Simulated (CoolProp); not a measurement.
Model: reference Helmholtz-energy equation of state, Lemmon 2006, in CoolProp. It is a short technical equation, of lower accuracy than the large ones.

Question: Give the vapour pressure (MPa), liquid density (kg/m³), enthalpy of vaporisation (kJ/kg), liquid cp (kJ/(kg K)) of saturated isohexane at 83.65, 127.45, 149.25 °C.

Answer: 
| T (°C) | p (MPa) | liquid density (kg/m³) | enthalpy of vaporisation (kJ/kg) | liquid cp (kJ/(kg K)) |
|---|---|---|---|---|
| 83.65 | 0.202 | 591 | 305 | 2.54 |
| 127.45 | 0.576 | 541 | 265 | 2.81 |
| 149.25 | 0.890 | 511 | 239 | 2.98 |
